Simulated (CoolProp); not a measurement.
A single-stage vapour-compression cycle with R245ca: evaporating at 283.15 K (dew point), condensing at 342.15 K (bubble point), superheat 0 K, subcooling 8 K, compressor efficiency 0.7, no pressure losses. Each further row changes one setting.

Values from CoolProp's reference Helmholtz-energy equation of state, Zhou 2016.

```csv
case,cooling COP,pressure ratio,discharge temperature (K),refrigerating effect (kJ/kg),volumetric capacity (kJ/m³)
as stated,2.70,7.86,346.5,141,446
evaporating temperature 288.15 K,3.09,6.34,345.4,145,561
condensing temperature 337.15 K,3.05,6.82,342.0,149,469
subcooling 13 K,2.84,7.86,346.5,149,469
superheat 10 K,2.75,7.86,357.0,150,456
compressor efficiency 0.6,2.32,7.86,354.7,141,446
```
